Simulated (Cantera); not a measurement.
An isothermal, constant-pressure homogeneous reactor starts with CH4 : H2O = 1 : 0.94 (molar parts), at 2000 K and 0.290 bar. Integrator tolerance rtol = 1e-08.

Detailed kinetics in Cantera: GRI-Mech 3.0 (53 species, 325 reactions).

### Question
What does this change do: pressure from 0.290 bar to 21.0 bar?

### Answer
```tsv
quantity	before	after
x(CH4) at 100 s	0.000249 (gas-phase equilibrium 0.000249)	0.0102 (gas-phase equilibrium 0.0102)
x(H2O) at 100 s	1.66e-6 (gas-phase equilibrium 1.67e-6)	0.000200 (gas-phase equilibrium 0.000210)
x(CH2CO) at 100 s	3.05e-8 (gas-phase equilibrium 3.05e-8)	1.27e-6 (gas-phase equilibrium 1.28e-6)
x(C2H2) at 100 s	0.00758 (gas-phase equilibrium 0.00758)	0.00250 (gas-phase equilibrium 0.00250)
x(C2H4) at 100 s	1.10e-5 (gas-phase equilibrium 1.10e-5)	0.000261 (gas-phase equilibrium 0.000261)
x(O) at 100 s	1.50e-12 (gas-phase equilibrium 1.51e-12)	2.51e-12 (gas-phase equilibrium 2.64e-12)
x(CO2) at 100 s	1.18e-7 (gas-phase equilibrium 1.18e-7)	1.44e-5 (gas-phase equilibrium 1.52e-5)
```
The pressure lies above the range GRI-Mech 3.0 was tuned for (to about 10 atm).
